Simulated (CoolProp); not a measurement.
Model: reference Helmholtz-energy equation of state, Akasaka 2023, in CoolProp.

Q: Give the vapour pressure (kPa), liquid density (kg/m³), liquid cp (kJ/(kg K)) of saturated R1224YDZ at 261.9, 344.5, 358.3 K.

A: 
| T (K) | p (kPa) | liquid density (kg/m³) | liquid cp (kJ/(kg K)) |
|---|---|---|---|
| 261.9 | 32.8 | 1460 | 1.08 |
| 344.5 | 593 | 1220 | 1.27 |
| 358.3 | 830 | 1170 | 1.32 |
